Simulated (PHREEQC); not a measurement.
Make-up at 25 °C: 0.075 mol/kgw H3PO4 and 0.00076 mol/kgw H2SO4. Closed to the air; pH follows from the charge balance.

Computed with PHREEQC (ion-association model, phreeqc.dat).

```json
{
  "pH": "1.70",
  "ionic_strength": "0.0227 mol/kgw",
  "specific_conductance": "7750 µS/cm",
  "total_alkalinity": "-76.5 meq/kg"
}
```

| species | molality | activity | log γ |
|---|---|---|---|
| H3PO4 | 0.0537 | 0.0540 | 0.002 |
| H+ | 0.0224 | 0.0198 | -0.053 |
| H2PO4- | 0.0213 | 0.0185 | -0.061 |
| HSO4- | 0.000424 | 0.000366 | -0.063 |
| SO4-2 | 0.000336 | 0.000190 | -0.247 |
| HPO4-2 | 1.02e-7 | 5.80e-8 | -0.246 |

No solid was allowed to form.
